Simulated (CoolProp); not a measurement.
n-perfluorohexane at 235.95 K and 2.11 MPa is throttled through a valve to 0.692 MPa with no heat exchange. Each further row changes one setting.

Computed with CoolProp (reference Helmholtz-energy equation of state, Gao 2022).

```
case                       temperature change (K)
-------------------------  ----------------------
as stated                              (withheld)
outlet pressure 0.208 MPa              (withheld)
outlet pressure 0.9 MPa                (withheld)
```

Question: Some entries are withheld; supply them.

Answer: 
- as stated, temperature change (K): +0.5
- outlet pressure 0.208 MPa, temperature change (K): +0.7
- outlet pressure 0.9 MPa, temperature change (K): +0.4
